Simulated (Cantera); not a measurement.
An isothermal, constant-pressure homogeneous reactor starts with CO : O2 : H2O : N2 = 0.0028 : 0.011 : 0.00089 : 1 (molar parts), equivalence ratio 0.13, at 900 K and 1130 Torr. Integrator tolerance rtol = 1e-08.

Cantera simulation using GRI-Mech 3.0 (53 species, 325 reactions); the numbers are that mechanism's predictions, not measurements.

Task: What does this change do: temperature 900 to 1450 K?

Result: 
| quantity | before | after |
|---|---|---|
| x(CO) at 100 s | 0.00183 (gas-phase equilibrium <1e-12) | 5.26e-8 (gas-phase equilibrium 5.29e-8) |
| x(O2) at 100 s | 0.0104 (gas-phase equilibrium 0.00947) | 0.00947 (gas-phase equilibrium 0.00936) |
| x(H2O) at 100 s | 0.000876 (gas-phase equilibrium 0.000878) | 0.000877 (gas-phase equilibrium 0.000877) |
| x(H) at 100 s | 1.99e-10 (gas-phase equilibrium <1e-12) | 6.51e-10 (gas-phase equilibrium 6.53e-10) |
| x(H2) at 100 s | 1.02e-6 (gas-phase equilibrium <1e-12) | 7.02e-9 (gas-phase equilibrium 7.06e-9) |

Task: What does this change do: temperature 900 to 1098 K?

Result: 
```json
[
 {"quantity": "x(CO) at 100 s", "before": "0.00183 (gas-phase equilibrium <1e-12)", "after": "4.68e-11 (gas-phase equilibrium 2.95e-11)"},
 {"quantity": "x(O2) at 100 s", "before": "0.0104 (gas-phase equilibrium 0.00947)", "after": "0.00947 (gas-phase equilibrium 0.00946)"},
 {"quantity": "x(H2O) at 100 s", "before": "0.000876 (gas-phase equilibrium 0.000878)", "after": "0.000878 (gas-phase equilibrium 0.000878)"},
 {"quantity": "x(H) at 100 s", "before": "1.99e-10 (gas-phase equilibrium <1e-12)", "after": "<1e-12 (gas-phase equilibrium <1e-12)"},
 {"quantity": "x(H2) at 100 s", "before": "1.02e-6 (gas-phase equilibrium <1e-12)", "after": "1.36e-11 (gas-phase equilibrium 9.31e-12)"}
]
```
